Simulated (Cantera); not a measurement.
A Cantera script and what it prints.

```python
import numpy as np
import cantera as ct

gas_names = """
    Electron N N+ N- N2 N2+ N2- Si Si+ SiN Si2 Si2N Si3
""".split()
cond_names = """
    Si(cr) Si(L) Si3N4(a)
""".split()


# ... load() reads the species with a 1 bar reference pressure and builds the phases ...
atoms = {
    'Si3N4': {'Si': 3, 'N': 4},
    'Si': {'Si': 1},
    'N2': {'N': 2},
}
top_T = {'Si3N4(a)': 2400}  # K; cautious upper limits of use, not melting points


# ... equilibrate(T, P, feed) seeds the gas with the atoms and calls Mixture.equilibrate('TP', solver="vcs", rtol=1e-11, max_steps=5000) ...
results = []
feed = {'Si3N4': 1, 'Si': 0.052, 'N2': 0.015}  # mol
P = 180  # Pa
for T in [3000, 3250, 3500, 3750, 4000, 4250, 4500, 4750, 5000]:
    mix = equilibrate(T, P, feed)
    results.append((T, P, feed, dict(zip(mix.species_names, mix.species_moles))))

top = {s: max(r[3][s] / sum(r[3][g] for g in gas_names) for r in results) for s in gas_names}
cols = sorted((s for s in top if top[s] > 1e-06), key=lambda s: -top[s])[:9]
seen = [c for c in cond_names if any(r[3].get(c, 0) > 1e-12 for r in results)]
print("log10 of partial pressures in bar; condensed amounts in mol")
print(f"{'T/K':>10s}" + "".join(f"{s[:9]:>10s}" for s in cols + seen))
for T, P, feed, n in results:
    ng = sum(n[g] for g in gas_names)
    print(f"{T:10.4g}" + "".join(f"{np.log10(max(n[s] / ng * P / 1e5, 1e-99)):10.3f}" for s in cols)
          + "".join(f"{n.get(c, 0):10.4g}" for c in seen))
```

Result:

```
log10 of partial pressures in bar; condensed amounts in mol
       T/K        Si        N2         N  Electron       Si+       SiN       Si2      Si2N
      3000    -2.966    -3.146    -6.429    -7.171    -7.171    -5.806    -6.270    -7.978
      3250    -2.966    -3.146    -5.783    -6.602    -6.602    -5.909    -6.690    -8.652
      3500    -2.966    -3.148    -5.229    -6.112    -6.112    -5.998    -7.053    -9.233
      3750    -2.969    -3.153    -4.750    -5.686    -5.686    -6.078    -7.371    -9.741
      4000    -2.974    -3.167    -4.334    -5.313    -5.313    -6.155    -7.657   -10.198
      4250    -2.985    -3.195    -3.976    -4.985    -4.985    -6.237    -7.923   -10.622
      4500    -3.005    -3.253    -3.672    -4.697    -4.697    -6.336    -8.182   -11.038
      4750    -3.039    -3.357    -3.426    -4.446    -4.446    -6.467    -8.444   -11.467
      5000    -3.087    -3.531    -3.245    -4.228    -4.228    -6.642    -8.717   -11.929
```

These are equilibrium values from Cantera (NASA tables, ideal gas, pure condensed phases), not measurements of a reactor. The tables' values for SiN are old estimates; treat these amounts as uncertain.
